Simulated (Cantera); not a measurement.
**Transport properties of process gases**

Gas mixture: O2 : NO = 0.74 : 0.18 (molar parts), at 28000 Pa, frozen composition.

Cantera's kinetic-theory transport with the Lennard-Jones parameters of GRI-Mech 3.0, ideal gas; thermal conductivity in the mixture-averaged form. The composition is frozen, though it would react at the higher temperatures.

```tsv
T (K)	ρ (kg/m³)	cp (J/kg/K)	μ (µPa s)	λ (mW/m/K)	Pr	D (cm²/s) NO	D (cm²/s) O	D (cm²/s) H2
400	0.266	952.0	25.1	33.6	0.713	1.23	1.95	4.73
500	0.213	979.7	29.4	40.7	0.709	1.80	2.86	6.88
600	0.177	1010	33.4	47.6	0.708	2.46	3.90	9.33
700	0.152	1038	37.1	54.2	0.709	3.19	5.05	12.1
800	0.133	1062	40.5	60.6	0.710	3.99	6.31	15.1
900	0.118	1081	43.8	66.7	0.710	4.86	7.69	18.3
1000	0.106	1098	46.9	72.6	0.710	5.79	9.16	21.8
1100	0.0968	1111	49.9	78.3	0.709	6.79	10.7	25.6
1200	0.0887	1123	52.9	83.8	0.708	7.85	12.4	29.5
```
D: mixture-averaged diffusion coefficient of that species in the mixture.
